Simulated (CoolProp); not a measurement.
Vapour-liquid equilibrium of R13 (1) + R11 (2) at 0.144 MPa; x and y are mole fractions of (1).

The numbers come from the multi-fluid Helmholtz-energy mixture model, Platzer 1990 and Jacobsen 1992; pair parameters Bell 2016 in CoolProp. This equation is an older, rougher fit; its heat capacities, sound speeds and derivatives of the liquid may be far off and weren't checked against measurements.

```
x      bubble temperature (°C)  y at the bubble point  dew temperature at overall composition x (°C)  liquid density (mol/L)
-----  -----------------------  ---------------------  ---------------------------------------------  ----------------------
0.05                      -8.4                  0.808                                           32.4                   11.38
0.125                    -36.3                  0.958                                           29.9                   11.97
0.2                      -48.4                  0.982                                           27.3                   12.32
0.275                    -55.1                  0.989                                           24.4                   12.59
0.35                     -59.4                  0.993                                           21.4                   12.82
0.425                    -62.4                  0.995                                           18.0                   13.03
0.5                      -64.7                  0.996                                           14.3                   13.22
0.575                    -66.5                  0.997                                           10.1                   13.41
0.65                     -68.0                  0.997                                            5.3                   13.58
0.725                    -69.4                  0.998                                           -0.4                   13.75
0.8                      -70.7                  0.998                                           -7.4                   13.91
0.875                    -72.1                  0.999                                          -17.1                   14.06
0.95                     -73.5                  1.000                                          -33.5                   14.21
```

No azeotrope shows between x = 0.05 and 0.95.

The pair parameters rest on a limited set of measurements; away from them the model extrapolates. With so large a gap from Raoult's law the liquid may split in two, which this calculation doesn't test in full.
